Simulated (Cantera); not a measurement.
Feed: 1 mol SiH2Cl2, 0.4 mol N2O, held at 1200 K and 0.0133 bar.

Equilibrium computed with Cantera from the NASA thermochemical tables; the gas is ideal and each condensed phase is pure. Candidate condensed phases: H2O, NH4Cl, Si, SiO2, Si2N2O, Si3N4; 47 gas species. Mutual solubility and eutectic melting of coexisting phases are not modelled. The tables' values for SiCl3 are old estimates; treat these amounts as uncertain. The tables hold silica as quartz up to 1696 K and as liquid above; real silica turns to tridymite and cristobalite and melts near 1996 K. Equilibrium is a limit: real reactors are often held back by kinetics, nucleation or transport.

Base state: HCl 0.668, H2 0.220, SiCl4 0.107, SiCl3 0.00261, SiHCl3 0.000960, SiCl2 0.000557, N2 0.000289 (mole fractions); condensed: SiO2(β-quartz) + Si2N2O(s).

What changes in the equilibrium state with this change: N2O from 0.4 to 24 mol?


| species | before | after |
|---|---|---|
| N2 | 0.000289 | 0.649 |
| O2 | <1e-9 | 0.295 |
| HCl | 0.668 | 0.0455 |
| H2 | 0.220 | <1e-9 |
| SiCl4 | 0.107 | <1e-9 |
| SiCl3 | 0.00261 | <1e-9 |
| Cl2 | 2.66e-9 | 0.00314 |
| SiHCl3 | 0.000960 | <1e-9 |
| SiCl2 | 0.000557 | <1e-9 |
| NO | <1e-9 | 0.000211 |
| SiO2(β-quartz), mol | 0.000259 | 1.00 |
| Si2N2O(s), mol | 0.399 | 0 |
